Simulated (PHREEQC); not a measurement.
Solution (65 °C): 0.19 mol/kgw NaBr, 0.04 mol/kgw K2SO4 and 2.8e-06 mol/kgw H4SiO4. Closed to the air; pH follows from the charge balance.

Model: ion-association model, phreeqc.dat, run in PHREEQC.

Each row changes one thing in this solution. Precipitation was switched off in this run.

```csv
case,pH,ionic strength (mol/kgw),SI of Quartz (SiO2)
as made,6.64,0.284,-2.06
0.0063 mol/kgw HNO3 added,2.73,0.285,-2.06
H4SiO4 from 2.8e-06 to 4.2e-06 mol/kgw,6.64,0.284,-1.88
K2SO4 left out,6.42,0.190,-2.07
0.0055 mol/kgw Na2S added,10.42,0.295,-3.36
NaBr from 0.19 to 0.171 mol/kgw,6.64,0.266,-2.06
NaBr left out,6.73,0.101,-2.08
0.014 mol/kgw TMAH added,10.87,0.298,-3.82
```

Away from 25 °C the constants follow the database's enthalpies or fits; those with neither stay at their 25 °C values.
